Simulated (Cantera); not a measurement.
Feed: 1 mol Cu2O, 4 mol C, 0.21 mol N2, at 1 atm.

Equilibrium computed with Cantera from the NASA thermochemical tables; the gas is ideal and each condensed phase is pure. Candidate condensed phases: C, Cu, CuO, Cu2O; 27 gas species. Kinetics and transport are ignored.

x: gas mole fraction; n: condensed amount in mol.

| T (°C) | x CO | x N2 | x CO2 | x Cu | n C(graphite) | n Cu(s) | n Cu(l) |
|---|---|---|---|---|---|---|---|
| 1027 | 0.822 | 0.174 | 0.00354 | 1.56e-7 | 3.00 | 2.00 | 0 |
| 1052 | 0.823 | 0.174 | … | … | 3.00 | 2.00 | 0 |
| 1077 | 0.824 | 0.174 | 0.00201 | 4.83e-7 | 3.00 | 2.00 | 0 |
| 1102 | 0.825 | 0.174 | 0.00153 | 8.12e-7 | 3.00 | 0 | 2.00 |
| 1127 | 0.825 | 0.174 | 0.00118 | 1.33e-6 | 3.00 | 0 | 2.00 |
| 1152 | 0.825 | 0.174 | 0.000922 | 2.14e-6 | 3.00 | 0 | 2.00 |
| 1177 | 0.826 | 0.174 | … | … | 3.00 | 0 | 2.00 |
| 1202 | 0.826 | 0.174 | 0.000574 | 5.29e-6 | 3.00 | 0 | 2.00 |
| 1227 | 0.826 | 0.174 | 0.000459 | 8.12e-6 | 3.00 | 0 | 2.00 |
| 1252 | 0.826 | 0.174 | 0.000369 | 1.23e-5 | 3.00 | 0 | 2.00 |
| 1277 | 0.826 | 0.174 | 0.000300 | 1.83e-5 | 3.00 | 0 | 2.00 |
| 1302 | 0.826 | 0.174 | 0.000245 | 2.70e-5 | 3.00 | 0 | 2.00 |
| 1327 | 0.826 | 0.174 | 0.000201 | 3.92e-5 | 3.00 | 0 | 2.00 |

Problem. Fill in the missing entries.

Solution. 
- 1052, x CO2: 0.00265
- 1052, x Cu: 2.77e-7
- 1177, x CO2: 0.000724
- 1177, x Cu: 3.39e-6
